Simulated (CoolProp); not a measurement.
Vapour-liquid equilibrium of toluene (1) + ethylbenzene (2) at 108.25 °C; x and y are mole fractions of (1).

Values from CoolProp's multi-fluid Helmholtz-energy mixture model, Lemmon 2006 and Zhou 2012; pair parameters Bell 2016.

| x | bubble pressure (kPa) | y at the bubble point | dew pressure at overall composition x (kPa) | liquid density (mol/L) |
|---|---|---|---|---|
| 0.05 | 47.41 | 0.100 | 46.10 | 7.464 |
| 0.2 | 54.66 | 0.337 | 50.26 | (withheld) |
| 0.35 | 61.67 | (withheld) | 55.11 | 7.764 |
| 0.5 | (withheld) | 0.667 | 60.87 | 7.923 |
| 0.65 | 76.16 | 0.791 | (withheld) | 8.086 |
| 0.8 | 83.94 | 0.893 | (withheld) | 8.254 |
| 0.95 | 92.02 | 0.977 | 89.21 | 8.425 |

Problem. Fill in the missing entries.

Solution. 
- 0.2, liquid density (mol/L): 7.611
- 0.35, y at the bubble point: 0.519
- 0.5, bubble pressure (kPa): 68.76
- 0.65, dew pressure at overall composition x (kPa): 67.88
- 0.8, dew pressure at overall composition x (kPa): 76.81

No azeotrope shows between x = 0.05 and 0.95.

Pair parameters are fitted to limited data, so mixtures are less certain than the pure fluids.
